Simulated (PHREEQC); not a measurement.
A solution holds 0.0056 mol/kgw Pb(NO3)2, at 20 °C. Closed to the air; pH follows from the charge balance.

Computed with PHREEQC (ion-association model, phreeqc.dat).

| quantity | before | after |
|---|---|---|
| pH | 5.07 | 7.07 |
| ionic strength (mol/kgw) | 0.0158 | 0.0168 |

**Question.** Name the change that produced these shifts.
A. Pb(NO3)2 from 0.0056 to 0.0028 mol/kgw
B. Pb(NO3)2 replaced by Zn(NO3)2 at the same molality
C. Pb(NO3)2 from 0.0056 to 0.0112 mol/kgw
D. Pb(NO3)2 replaced by Ba(NO3)2 at the same molality
E. diluted 5-fold with water

**Answer.** D, Pb(NO3)2 replaced by Ba(NO3)2 at the same molality

This is a speciation only: nothing precipitates in the calculation.
